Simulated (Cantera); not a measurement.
A closed system holds: 1 mol PbS, 0.5 mol H₂, held at 977 °C and 48.0 Torr.

Cantera equilibrium calculation (NASA polynomials, part measured and part estimated; ideal gas, pure solids and liquids). Candidate condensed phases: Pb, PbS, S; 10 gas species. Mutual solubility and eutectic melting of coexisting phases are not modelled. Gases not in the tables: S₃ to S₇. Equilibrium is a limit: real reactors are often held back by kinetics, nucleation or transport.

Base state: H₂ 0.662, PbS 0.251, H₂S 0.0649, Pb 0.0209, S₂ 0.000624, SH 1.00e-4 (mole fractions); condensed: Pb(l) + PbS(s).

Q: What changes in the equilibrium state with this change: temperature from 977 °C to 1027 °C?

A: 
```json
[
 {"species": "PbS", "before": "0.251", "after": "0.553"},
 {"species": "H₂", "before": "0.662", "after": "0.358"},
 {"species": "H₂S", "before": "0.0649", "after": "0.0455"},
 {"species": "Pb", "before": "0.0209", "after": "0.0410"},
 {"species": "S₂", "before": "0.000624", "after": "0.00205"},
 {"species": "SH", "before": "1.00e-4", "after": "0.000175"},
 {"species": "Pb(l), mol", "before": "0.0312", "after": "0.0108"},
 {"species": "PbS(s), mol", "before": "0.782", "after": "0.253"}
]
```

Q: What changes in the equilibrium state with this change: temperature from 977 °C to 1052 °C?

A: 
| species | before | after |
|---|---|---|
| PbS | 0.251 | 0.618 |
| H₂ | 0.662 | 0.293 |
| Pb | 0.0209 | 0.0461 |
| H₂S | 0.0649 | 0.0396 |
| S₂ | 0.000624 | 0.00318 |
| SH | 1.00e-4 | 0.000225 |
| Pb(l), mol | 0.0312 | 0 |
| PbS(s), mol | 0.782 | 0 |

Q: What changes in the equilibrium state with this change: temperature from 977 °C to 1150 °C?

A: 
```csv
species,before,after
PbS,0.251,0.602
H₂,0.662,0.291
Pb,0.0209,0.0583
H₂S,0.0649,0.0387
S₂,0.000624,0.00951
H,1.55e-6,1.42e-5
"Pb(l), mol",0.0312,0
"PbS(s), mol",0.782,0
```
